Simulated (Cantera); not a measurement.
Charge: 1 mol Si, 7.3 mol Cl2, 1.7 mol H2, a varied amount of NF3, at 825 K and 13300 Pa.

These are equilibrium values from Cantera (NASA tables, ideal gas, pure condensed phases), not measurements of a reactor. Candidate condensed phases: NH4Cl, Si, Si3N4; 49 gas species. Kinetics and transport are ignored.

At 0.96 mol NF3, list the 5 most abundant gas species with their mole fractions, and the condensed phases.

Cl2 0.508, HCl 0.343, SiF4 0.0726, N2 0.0484, SiCl4 0.0282. Condensed: gas only.
